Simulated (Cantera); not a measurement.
Feed: 1 mol Fe(CO)₅, 0.034 mol H₂, 1.2 mol N₂, at 1.33 mbar.

These are equilibrium values from Cantera (NASA tables, ideal gas, pure condensed phases), not measurements of a reactor. Candidate condensed phases: C, C₆H₆, C₇H₈, C₈H₁₈, Fe, Fe(CO)₅, FeO, Fe(OH)₂, Fe(OH)₃, Fe₂O₃, Fe₃O₄, H₂O; 140 gas species. Condensed phases not in the tables: cementite and carbon dissolved in iron. Rates play no part.

x: gas mole fraction; n: condensed amount in mol.

```
T (°C)   x CO   x N₂     x H₂      x Fe    x CO₂       x H  n C(graphite)  n Fe(α)  n Fe(γ)
------  -----  -----  -------  --------  -------  --------  -------------  -------  -------
727     0.801  0.193  0.00545  1.12e-11      ___   4.59e-9        0.00304     1.00        0
777     0.802  0.193  0.00545  1.15e-10      ___   1.64e-8        0.00115     1.00        0
827     0.802  0.193  0.00545  9.46e-10      ___   5.23e-8              0     1.00        0
877     0.802  0.192  0.00545   6.44e-9      ___   1.51e-7              0     1.00        0
927     0.802  0.192  0.00545   3.72e-8      ___   3.99e-7              0        0     1.00
977     0.802  0.192  0.00545   1.86e-7      ___   9.77e-7              0        0    1.000
1027    0.802  0.192  0.00545   8.19e-7  5.45e-6   2.24e-6              0        0    1.000
1077    0.802  0.192  0.00545   3.22e-6  5.13e-6   4.82e-6              0        0    1.000
1127    0.802  0.192  0.00545   1.15e-5  4.86e-6   9.83e-6              0        0    1.000
1177    0.802  0.192  0.00544   3.74e-5  4.62e-6   1.91e-5              0        0    1.000
1227    0.802  0.192  0.00543  0.000113  4.41e-6   3.55e-5              0        0    0.999
1277    0.802  0.192  0.00542  0.000314  4.22e-6   6.35e-5              0        0    0.998
1327    0.801  0.192  0.00539  0.000822  4.06e-6  0.000109              0        0    0.995
```

Task: Complete the blanks.

Result: 
- 727, x CO₂: 0.000486
- 777, x CO₂: 0.000183
- 827, x CO₂: 7.57e-5
- 877, x CO₂: 3.38e-5
- 927, x CO₂: 1.62e-5
- 977, x CO₂: 8.25e-6
